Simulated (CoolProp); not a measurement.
Vapour-liquid equilibrium of n-octane (1) + n-dodecane (2) at 129.25 °C; x and y are mole fractions of (1).

The numbers come from the multi-fluid Helmholtz-energy mixture model, Beckmüller 2019 and Lemmon 2004; pair parameters Bell 2016 in CoolProp.

```tsv
x	bubble pressure (bar)	y at the bubble point	dew pressure at overall composition x (bar)	liquid density (mol/L)
0.05	0.1164	0.414	0.07481	3.974
0.125	0.1859	0.660	0.08075	4.060
0.2	0.2576	0.774	0.08771	4.149
0.275	0.3316	0.840	0.09599	4.242
0.35	0.4077	0.883	0.1060	4.337
0.425	0.4857	0.913	0.1183	4.436
0.5	0.5653	0.935	0.1339	4.539
0.575	0.6464	0.951	0.1541	4.646
0.65	0.7286	0.964	0.1816	4.756
0.725	0.8115	0.975	0.2210	4.870
0.8	0.8951	0.983	0.2824	4.987
0.875	0.9789	0.991	0.3913	5.109
0.95	1.063	0.997	0.6392	5.235
```

No azeotrope shows between x = 0.05 and 0.95.

Pair parameters are fitted to limited data, so mixtures are less certain than the pure fluids.
